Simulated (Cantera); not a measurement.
## Thermodynamics of abatement and gas-phase synthesis, feed SO₂ + H₂

A closed system holds: 1 mol SO₂, 2.9 mol H₂, equilibrated at 12.0 mbar.

Cantera equilibrium calculation (NASA polynomials, part measured and part estimated; ideal gas, pure solids and liquids). Candidate condensed phases: H₂O, H₂SO₄, S; 19 gas species. Kinetics and transport are ignored.

```csv
T (K),x H,x H₂O,x H₂,x O,x S₂,x S,x SO,x SO₂,x OH,x H₂S,x SH,x O₂
1525,0.000116,0.532,0.287,2.30e-9,0.113,0.000166,0.00291,0.0271,6.65e-6,0.0341,0.00322,1.98e-9
1675,0.000611,0.483,0.333,6.38e-8,0.105,0.000743,0.00847,0.0431,4.30e-5,0.0201,0.00563,4.18e-8
1825,0.00246,0.431,0.374,1.00e-6,0.0909,0.00249,0.0194,0.0580,0.000198,0.0123,0.00860,5.10e-7
1975,0.00797,0.380,0.407,1.02e-5,0.0726,0.00663,0.0365,0.0687,0.000708,0.00761,0.0116,4.11e-6
2125,0.0217,0.331,0.428,7.47e-5,0.0520,0.0143,0.0585,0.0737,0.00208,0.00458,0.0138,2.46e-5
2275,0.0508,0.287,0.429,0.000428,0.0317,0.0252,0.0808,0.0730,0.00528,0.00256,0.0142,0.000120
2425,0.104,0.246,0.405,0.00205,0.0158,0.0363,0.0972,0.0678,0.0120,0.00127,0.0124,0.000513
2575,0.188,0.202,0.353,0.00836,0.00663,0.0442,0.103,0.0588,0.0242,0.000552,0.00928,0.00195
2725,0.301,0.143,0.279,0.0278,0.00277,0.0502,0.0987,0.0446,0.0406,0.000223,0.00644,0.00578
2875,0.425,0.0764,0.194,0.0686,0.00141,0.0591,0.0837,0.0258,0.0503,9.00e-5,0.00452,0.0108
3025,0.530,0.0283,0.116,0.122,0.000870,0.0732,0.0606,0.0104,0.0437,3.51e-5,0.00320,0.0117
3175,0.595,0.00792,0.0616,0.167,0.000560,0.0887,0.0369,0.00304,0.0288,1.26e-5,0.00214,0.00841
3325,0.627,0.00197,0.0312,0.196,0.000339,0.100,0.0196,0.000730,0.0165,4.26e-6,0.00134,0.00481
3475,0.642,0.000490,0.0159,0.212,0.000194,0.107,0.00976,0.000164,0.00898,1.43e-6,0.000812,0.00251
```
x: gas mole fraction; nothing condenses.

From 1525 K to 3475 K nothing is condensed.
